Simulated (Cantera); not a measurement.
A Cantera script and what it prints.

```python
import numpy as np
import cantera as ct

gas_names = """
    C CH CH2 CH3 CH2OH CH3O CH4 CH3OH CO CO2 COOH C2 C2H CHCO,ketyl C2H2,acetylene C2H2,vinylidene
    CH2CO,ketene C2H3,vinyl CH3CO,acetyl C2H4 C2H4O,ethylen CH3CHO,ethanal CH3COOH (HCOOH)2 C2H5 C2H6
    CH3OCH3 C2H5OH C2O C3 C3H3,propargyl C3H4,allene C3H4,propyne C3H4,cyclo- C3H5,allyl C3H6,propylene
    C3H6,cyclo- C3H6O C3H7,n-propyl C3H7,i-propyl C3H8 C3H8O,1propanol C3H8O,2propanol C3O2 C4 C4H2
    C4H4,1,3-cyclo- C4H6,butadiene C4H6,2-butyne C4H6,cyclo- C4H8,1-butene C4H8,cis2-buten
    C4H8,tr2-butene C4H8,isobutene C4H8,cyclo- (CH3COOH)2 C4H9,n-butyl C4H9,i-butyl C4H9,s-butyl
    C4H9,t-butyl C4H10,isobutane C4H10,n-butane C5 C5H6,1,3cyclo- C5H8,cyclo- C5H10,1-pentene
    C5H10,cyclo- C5H11,pentyl C5H11,t-pentyl C5H12,n-pentane C5H12,i-pentane CH3C(CH3)2CH3 C6H2
    C6H5,phenyl C6H5O,phenoxy C6H6 C6H5OH,phenol C6H10,cyclo- C6H12,1-hexene C6H12,cyclo- C6H13,n-hexyl
    C7H7,benzyl C7H8 C7H8O,cresol C7H14,1-heptene C7H15,n-heptyl C7H16,n-heptane C8H8,styrene
    C8H10,ethylbenz C8H16,1-octene C8H17,n-octyl C8H18,isooctane C8H18,n-octane C9H19,n-nonyl
    C10H8,naphthale C10H21,n-decyl C12H9,o-bipheny C12H10,bipheny Fe FeC5O5 FeO Fe(OH)2 H HCO HO2 H2
    HCHO,formaldehy HCOOH H2O H2O2 O OH O2 O3
""".split()
cond_names = """
    C(gr) C6H6(L) C7H8(L) C8H18(L),n-octa Fe(a) Fe(c) Fe(d) Fe(L) FeC5O5(L) FeO(s) FeO(L) Fe(OH)2(s)
    Fe(OH)3(s) Fe2O3(s) Fe3O4(s) H2O(s) H2O(L)
""".split()


def load(file, names, dense=False):
    # The tables refer to 1 bar. Condensed volumes are neglected.
    table = {s.name: s for s in ct.Species.list_from_file(file)}
    out = []
    for n in names:
        d = dict(table[n].input_data)
        d["thermo"] = dict(d["thermo"], **{"reference-pressure": 1e5})
        if dense:
            d["equation-of-state"] = {"model": "constant-volume", "density": "1e6 g/cm^3"}
        out.append(ct.Species.from_dict(d))
    return out


gas = ct.Solution(thermo="ideal-gas", species=load("nasa_gas.yaml", gas_names))
cond = {s.name: ct.Solution(thermo="fixed-stoichiometry", species=[s], name=s.name)
        for s in load("nasa_condensed.yaml", cond_names, dense=True)}
atoms = {
    'Fe2O3': {'Fe': 2, 'O': 3},
    'CH4': {'C': 1, 'H': 4},
    'H2': {'H': 2},
}
top_T = {'C(gr)': 4500, 'Fe2O3(s)': 1830, 'Fe3O4(s)': 1870}  # K; cautious upper limits of use, not melting points


def equilibrate(T, P, feed):
    n = {}
    for name, mol in feed.items():
        for a, k in atoms[name].items():
            n[a] = n.get(a, 0.0) + k * mol
    gas.TPX = T, P, n
    mass = sum(n.values()) * gas.mean_molecular_weight
    gas.equilibrate("TP")
    valid = [c for c in cond.values() if c.min_temp <= T <= top_T.get(c.name, c.max_temp)]
    mix = ct.Mixture([(gas, mass / gas.mean_molecular_weight)] + [(c, 0.0) for c in valid])
    mix.T, mix.P = T, P
    mix.equilibrate("TP", solver="vcs", rtol=1e-11, max_steps=5000)
    return mix


results = []
feed = {'Fe2O3': 1, 'CH4': 0.81, 'H2': 7.2}  # mol
P = 130  # Pa
for T in [1600, 1675, 1750, 1825, 1900, 1975, 2050, 2125, 2200, 2275, 2350]:
    mix = equilibrate(T, P, feed)
    results.append((T, P, feed, dict(zip(mix.species_names, mix.species_moles))))
    x = sorted(zip(gas.X, gas.species_names), reverse=True)
    print(f"T = {T:g} K  P = {P:g} Pa  gas = {mix.phase_moles(0):.4g} mol")
    print("   x: " + "  ".join(f"{s} {v:.3e}" for v, s in x if v > 0.001))
    print("   condensed (mol): " + ("  ".join(f"{mix.phase(i).name} {mix.phase_moles(i):.4g}"
          for i in range(1, mix.n_phases) if mix.phase_moles(i) > 1e-12) or "none"))
```

It prints:

```
T = 1600 K  P = 130 Pa  gas = 9.644 mol
   x: H2 6.948e-01  H2O 2.191e-01  CO 7.601e-02  CO2 7.975e-03  H 1.257e-03
   condensed (mol): Fe(c) 1.992
T = 1675 K  P = 130 Pa  gas = 9.674 mol
   x: H2 6.913e-01  H2O 2.190e-01  CO 7.643e-02  CO2 7.303e-03  Fe 3.193e-03  H 2.678e-03
   condensed (mol): Fe(d) 1.969
T = 1750 K  P = 130 Pa  gas = 9.761 mol
   x: H2 6.833e-01  H2O 2.175e-01  CO 7.627e-02  Fe 1.072e-02  CO2 6.705e-03  H 5.332e-03
   condensed (mol): Fe(d) 1.895
T = 1825 K  P = 130 Pa  gas = 10 mol
   x: H2 6.641e-01  H2O 2.124e-01  CO 7.486e-02  Fe 3.218e-02  H 9.954e-03  CO2 6.109e-03
   condensed (mol): Fe(L) 1.677
T = 1900 K  P = 130 Pa  gas = 10.64 mol
   x: H2 6.205e-01  H2O 1.994e-01  Fe 8.571e-02  CO 7.072e-02  H 1.734e-02  CO2 5.400e-03
   condensed (mol): Fe(L) 1.083
T = 1975 K  P = 130 Pa  gas = 11.8 mol
   x: H2 5.538e-01  H2O 1.790e-01  Fe 1.684e-01  CO 6.403e-02  H 2.824e-02  CO2 4.606e-03  FeO 1.021e-03
   condensed (mol): none
T = 2050 K  P = 130 Pa  gas = 11.92 mol
   x: H2 5.398e-01  H2O 1.764e-01  Fe 1.666e-01  CO 6.361e-02  H 4.623e-02  CO2 4.362e-03  OH 1.651e-03  FeO 1.220e-03
   condensed (mol): none
T = 2125 K  P = 130 Pa  gas = 12.09 mol
   x: H2 5.195e-01  H2O 1.722e-01  Fe 1.640e-01  H 7.259e-02  CO 6.285e-02  CO2 4.142e-03  OH 2.984e-03  FeO 1.437e-03
   condensed (mol): none
T = 2200 K  P = 130 Pa  gas = 12.35 mol
   x: H2 4.913e-01  H2O 1.656e-01  Fe 1.603e-01  H 1.095e-01  CO 6.166e-02  OH 5.148e-03  CO2 3.933e-03  FeO 1.664e-03
   condensed (mol): none
T = 2275 K  P = 130 Pa  gas = 12.72 mol
   x: H2 4.542e-01  H 1.587e-01  H2O 1.555e-01  Fe 1.553e-01  CO 5.995e-02  OH 8.455e-03  CO2 3.714e-03  O 2.027e-03  FeO 1.889e-03
   condensed (mol): none
T = 2350 K  P = 130 Pa  gas = 13.25 mol
   x: H2 4.080e-01  H 2.210e-01  Fe 1.488e-01  H2O 1.404e-01  CO 5.767e-02  OH 1.311e-02  O 4.798e-03  CO2 3.446e-03  FeO 2.079e-03
   condensed (mol): none
```

Method: chemical equilibrium by Gibbs-energy minimisation in Cantera with the NASA 1993 tables (ideal gas, pure condensed phases).
